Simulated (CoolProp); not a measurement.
The fluid at 298.15 K and 8.19 MPa is throttled through a valve to 0.539 MPa with no heat exchange. The same conditions are run with several fluids, on thermodynamics alone (safety and materials aside).

Computed with CoolProp (reference Helmholtz-energy equation of state of each fluid (oxygen: Schmidt 1985; CF4 (R14): Platzer 1990; normal hydrogen: Leachman 2009; carbon monoxide: Lemmon 2006; methane: Setzmann 1991)). The equations of Platzer and Polt are older, rougher fits.

| fluid | temperature change (K) | final density (kg/m³) |
|---|---|---|
| oxygen | -19.9 | ? |
| CF4 (R14) | -49.2 | ? |
| normal hydrogen | ? | ? |
| carbon monoxide | ? | ? |
| methane | ? | 4.01 |

**Question.** What belongs in the gaps?

**Answer.** 
- oxygen, final density (kg/m³): 7.49
- CF4 (R14), final density (kg/m³): 23.8
- normal hydrogen, temperature change (K): +2.5
- normal hydrogen, final density (kg/m³): 0.433
- carbon monoxide, temperature change (K): -17.2
- carbon monoxide, final density (kg/m³): 6.48
- methane, temperature change (K): -35.0
